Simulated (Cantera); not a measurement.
**Stirred combustor or abatement burner**

A perfectly stirred reactor is fed with C₂H₄ : O₂ : N₂ : CO₂ = 1 : 6.82 : 32.7 : 11 (molar parts), at 0.670 bar; it is adiabatic with a 448 K inlet, and is followed from long to short residence time, starting on the burning branch (τ in s: 0.49, 0.16, 0.055, 0.019, 0.0063, 0.0021, 0.00071, 0.00024, 8.1e-05, 2.7e-05, 9.2e-06).

Detailed kinetics in Cantera: GRI-Mech 3.0 (53 species, 325 reactions).

```tsv
τ (s)	T (K)	x C₂H₄	x O₂	x CO₂	x HO₂	x CH₄
0.49	1135	4.17e-5	0.0749	0.251	1.02e-5	8.68e-7
0.16	1117	9.67e-5	0.0761	0.248	2.08e-5	3.54e-6
0.055	448	0.0194	0.132	0.214	<1e-12	<1e-12
0.019	448	0.0194	0.132	0.214	<1e-12	<1e-12
0.0063	448	0.0194	0.132	0.214	<1e-12	<1e-12
0.0021	448	0.0194	0.132	0.214	<1e-12	<1e-12
0.00071	448	0.0194	0.132	0.214	<1e-12	<1e-12
0.00024	448	0.0194	0.132	0.214	<1e-12	<1e-12
8.1e-5	448	0.0194	0.132	0.214	<1e-12	<1e-12
2.7e-5	448	0.0194	0.132	0.214	<1e-12	<1e-12
9.2e-6	448	0.0194	0.132	0.214	<1e-12	<1e-12
```
x: mole fraction; the columns are a selection and need not sum to one.
